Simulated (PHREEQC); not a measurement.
Solution (80 °C): 0.04 mol ZnCl2, 0.005 mol NaCl and 0.02 mol MnSO4 per kg of water. Closed to the air; pH follows from the charge balance.

All values are PHREEQC results (ion-association model, phreeqc.dat), not measurements.

No solid was allowed to form.

**Question.** Order these Cl species by the share of Cl that they hold, largest first: Cl-, MnCl+, ZnCl3-, ZnCl+, ZnCl2.

**Answer.** Cl- (85 %), ZnCl+ (12 %), MnCl+ (1.5 %), ZnCl2 (1.1 %), ZnCl3- (0.19 %)

**Question.** Order these S species by the share of S that they hold, largest first: SO4-2, Zn(SO4)2-2, NaSO4-, ZnSO4, MnSO4.

**Answer.** SO4-2 (43 %), ZnSO4 (29 %), MnSO4 (24 %), Zn(SO4)2-2 (2.9 %), NaSO4- (0.42 %)

The pH is 4.93 and the ionic strength 0.136 mol/kgw. Away from 25 °C the constants follow the database's enthalpies or fits; those with neither stay at their 25 °C values.
